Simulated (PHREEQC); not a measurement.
Dissolve 0.21 mol/kgw KCl at 25 °C. Closed to the air; pH follows from the charge balance.

Equilibrium calculation in PHREEQC: ion-association model, wateq4f.dat.

| Quantity | Value |
|---|---|
| ionic strength | 0.210 mol/kgw |
| activity of water | 0.993 |

```tsv
species	molality	activity	log γ
Cl-	0.210	0.149	-0.150
K+	0.210	0.149	-0.150
H+	1.33e-7	1.06e-7	-0.099
OH-	1.33e-7	9.37e-8	-0.153
```

This is a speciation only: nothing precipitates in the calculation.
